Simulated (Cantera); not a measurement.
Input: 1 mol CH₃SiH₃, 0.028 mol CH₄, 93 mol H₂, 0.018 mol C₃H₈, at 2448.15 K and 2.10 mbar.

Equilibrium computed with Cantera from the NASA thermochemical tables; the gas is ideal and each condensed phase is pure. Candidate condensed phases: C, C₆H₆, C₇H₈, C₈H₁₈, Si, SiC; 87 gas species. The feed counts by its element totals alone. The numbers say what is thermodynamically allowed, not how fast it happens.

Base state: H₂ 0.640, H 0.348, Si 0.00739, C₂H₂ (acetylene) 0.00336, SiC₂ 0.000999, C₂H 0.000117, SiH 7.76e-5, C₃ 4.91e-5 (mole fractions); condensed: gas only.

**Question.** What changes in the equilibrium state with this change: H₂ from 93 to 9.1 mol?

**Answer.** 
| species | before | after |
|---|---|---|
| H₂ | 0.640 | 0.597 |
| H | 0.348 | 0.336 |
| Si | 0.00739 | 0.0495 |
| SiC₂ | 0.000999 | 0.0110 |
| Si₂C | 1.65e-5 | 0.000949 |
| Si₂ | 8.86e-7 | 3.97e-5 |
| SiC | 2.01e-6 | 1.73e-5 |
| SiH | 7.76e-5 | 0.000501 |
| SiH₂ | 2.63e-6 | 1.64e-5 |
| C(graphite), mol | 0 | 0.540 |
Gases not in the tables: Si₂H₆ and higher silanes.
